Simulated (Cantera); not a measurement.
A perfectly stirred reactor is fed with 34.2 % CH4, 61.6 % H2O, 4.11 % H2, at 2.00 bar; it is held at 1650 K, and followed from long to short residence time.

Computed with Cantera and GRI-Mech 3.0 (53 species, 325 reactions).

Q: Predict: x(CH4) at τ = 1.20 s; x(H2O) at τ = 1.20 s; x(H2) at τ = 1.20 s; x(C2H4) at τ = 1.20 s; x(C2H6) at τ = 1.20 s; x(CH4) at τ = 53.0 ms; x(H2O) at τ = 53.0 ms; x(H2) at τ = 53.0 ms; x(C2H4) at τ = 53.0 ms; x(C2H6) at τ = 53.0 ms.

A: x(CH4) at τ = 1.20 s: 0.0466
x(H2O) at τ = 1.20 s: 0.297
x(H2) at τ = 1.20 s: 0.503
x(C2H4) at τ = 1.20 s: 0.00268
x(C2H6) at τ = 1.20 s: 1.76e-5
x(CH4) at τ = 53.0 ms: 0.130
x(H2O) at τ = 53.0 ms: 0.490
x(H2) at τ = 53.0 ms: 0.294
x(C2H4) at τ = 53.0 ms: 0.00379
x(C2H6) at τ = 53.0 ms: 0.000158
